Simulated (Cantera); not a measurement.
An isothermal, constant-pressure homogeneous reactor starts with 75.9 % N2O, 24.1 % H2O, at 1448 K and 0.120 bar.

Model: GRI-Mech 3.0 (53 species, 325 reactions), integrated in Cantera. GRI-Mech 3.0 was tuned for natural gas; its chemistry of N2O as a main component is partial and can be far from experiment. The temperature is held fixed by assumption; the heat of reaction is taken as removed at once.

Problem. Predict: x(N2O) at 2.00 s; x(H2O) at 2.00 s; x(NO2) at 2.00 s; x(NO) at 2.00 s; x(O2) at 2.00 s; x(H) at 2.00 s.

Solution. 
```json
{
 "x(N2O) at 2.00 s": "5.81e-5 (gas-phase equilibrium 1.63e-8)",
 "x(H2O) at 2.00 s": "0.175 (gas-phase equilibrium 0.175)",
 "x(NO2) at 2.00 s": "0.000172 (gas-phase equilibrium 2.25e-6)",
 "x(NO) at 2.00 s": "0.0751 (gas-phase equilibrium 0.000902)",
 "x(O2) at 2.00 s": "0.237 (gas-phase equilibrium 0.275)",
 "x(H) at 2.00 s": "2.81e-8 (gas-phase equilibrium 2.53e-8)"
}
```
